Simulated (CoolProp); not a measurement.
Vapour-liquid equilibrium of o-xylene (1) + n-nonane (2) at 439.9 K; x and y are mole fractions of (1).

Computed with CoolProp (multi-fluid Helmholtz-energy mixture model, Zhou 2012 and Lemmon 2006; pair parameters Bell 2016).

```csv
x,bubble pressure (MPa),y at the bubble point,dew pressure at overall composition x (MPa),liquid density (mol/L)
0.05,0.1544,0.064,0.1539,4.715
0.2,0.1614,0.241,0.1598,4.986
0.35,0.1673,0.397,0.1656,5.285
0.5,0.1720,0.539,0.1708,5.616
0.65,0.1753,0.673,0.1748,5.986
0.8,0.1772,0.806,0.1771,6.401
0.95,0.1773,0.949,0.1773,6.869
```

y crosses x between x = 0.8 and 0.95: the model has an azeotrope there.

Pair parameters are fitted to limited data, so mixtures are less certain than the pure fluids.
